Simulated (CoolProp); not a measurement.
Vapour-liquid equilibrium of R152A (1) + methanol (2) at 316.2 K; x and y are mole fractions of (1).

Values from CoolProp's multi-fluid Helmholtz-energy mixture model, Outcalt 1996 and de Reuck 1993; pair parameters Bell 2016.

Problem. Give the bubble pressure and the first vapour's composition at x = 0.05, 0.35, 0.65. Is there an azeotrope?

Solution. x = 0.05: 0.2110 MPa, y = 0.806; x = 0.35: 0.5601 MPa, y = 0.930; x = 0.65: 0.7071 MPa, y = 0.954. No azeotrope shows between x = 0.05 and 0.95.

The pair parameters rest on a limited set of measurements; away from them the model extrapolates. With so large a gap from Raoult's law the liquid may split in two, which this calculation doesn't test in full.
